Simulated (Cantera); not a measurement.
A closed system holds: 1 mol TiO2, 16 mol CO, a varied amount of H2, held at 1275 °C and 14.3 Torr.

Cantera equilibrium calculation (NASA polynomials, part measured and part estimated; ideal gas, pure solids and liquids). Candidate condensed phases: C, C6H6, C7H8, C8H18, H2O, Ti, TiC, TiO, TiO2, Ti2O3, Ti3O5, Ti4O7; 113 gas species. Mutual solubility and eutectic melting of coexisting phases are not modelled. Condensed phases not in the tables: Magnéli phases beyond Ti4O7. Kinetics and transport are ignored.

Question: At 0.69 mol H2, list the 5 most abundant gas species with their mole fractions, and the condensed phases.

Answer: CO 0.951, H2 0.0404, CO2 0.00771, H2O 0.000913, H 4.50e-5. Condensed: TiO2(rutile) + Ti4O7(s).
